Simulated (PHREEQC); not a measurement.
Solution (15 °C and 300 atm): 0.0033 mol CaSO4 and 0.00045 mol CO2 per kg of water. Closed to the air; pH follows from the charge balance.

Equilibrium calculation in PHREEQC: ion-association model, phreeqc.dat.

Problem. The ionic strength comes out as 0.0113 mol/kgw. What activity coefficients do Ca+2, HCO3-, HSO4-, SO4-2, H+ get?

Solution. Ca+2 0.67, HCO3- 0.90, HSO4- 0.90, SO4-2 0.66, H+ 0.91.

This is a speciation only: nothing precipitates in the calculation. Under pressure, the constants of complexes without a molar volume in the database are unreliable.
